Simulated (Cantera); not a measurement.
A perfectly stirred reactor is fed with C2H6 : N2 = 1 : 2.3 (molar parts), at 20.0 Torr; it is held at 2000 K, and followed from long to short residence time.

Cantera simulation using GRI-Mech 3.0 (53 species, 325 reactions); the numbers are that mechanism's predictions, not measurements. GRI-Mech 3.0 stops at C3 and has no aromatics, soot or wall deposition, so with more carbon than oxygen in the feed, carbon stays in small species such as C2H2 where larger ones or solid carbon would form. Radical loss at walls, strong at low pressure, is not modelled.

Question: What does this change do: N2 2.3 to 5.1 parts?

Answer: 
```
quantity                  before     after
----------------------  --------  --------
x(C2H6) at τ = 20.0 s    1.98e-7   1.49e-7
x(HCN) at τ = 20.0 s     0.00772    0.0109
x(CH3) at τ = 20.0 s    0.000172  0.000122
x(CH4) at τ = 20.0 s    0.000554  0.000326
x(CH2) at τ = 20.0 s     3.39e-6   2.95e-6
x(C2H6) at τ = 0.120 s   4.18e-5   3.10e-5
x(HCN) at τ = 0.120 s   0.000293  0.000479
x(CH3) at τ = 0.120 s    0.00269   0.00197
x(CH4) at τ = 0.120 s     0.0119   0.00728
x(CH2) at τ = 0.120 s    2.81e-5   2.65e-5
```

Question: What does this change do: pressure from 20.0 Torr to 0.390 Torr?

Answer: 
```csv
quantity,before,after
x(C2H6) at τ = 20.0 s,1.98e-7,6.69e-6
x(HCN) at τ = 20.0 s,0.00772,0.00116
x(CH3) at τ = 20.0 s,0.000172,0.00135
x(CH4) at τ = 20.0 s,0.000554,0.00418
x(CH2) at τ = 20.0 s,3.39e-6,2.31e-5
x(C2H6) at τ = 0.120 s,4.18e-5,0.00114
x(HCN) at τ = 0.120 s,0.000293,5.31e-5
x(CH3) at τ = 0.120 s,0.00269,0.0219
x(CH4) at τ = 0.120 s,0.0119,0.0483
x(CH2) at τ = 0.120 s,2.81e-5,0.000156
```
